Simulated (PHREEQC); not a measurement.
1 kg of water holding 19 mmol/kgw KCl and 29 mmol/kgw K2SO4 is evaporated at 25 °C; the solids stay in contact with the brine. The system is closed to CO2. Only these solids could form: Arcanite, Misenite, Sylvite.

Computed with PHREEQC (Pitzer model, pitzer.dat).

```tsv
water left (kg)	ionic strength	water activity	Arcanite (mol)
1	0.106	0.998	0
0.6755	0.157	0.997	0
0.5552	0.191	0.997	0
0.375	0.283	0.995	0
0.2533	0.418	0.993	0
0.2082	0.509	0.991	0
0.1407	0.754	0.988	0
0.09502	1.12	0.982	0
0.06418	1.65	0.974	0
0.05275	1.89	0.971	0.00212
0.03564	1.91	0.967	0.0126
0.02407	1.97	0.961	0.0195
0.01979	2.04	0.957	0.0219
0.01337	2.27	0.945	0.0252
0.00903	2.72	0.926	0.0271
0.007426	3.07	0.912	0.0277
0.005012	4.12	0.873	0.0284
```

Arcanite from water left = 0.05275 kg.
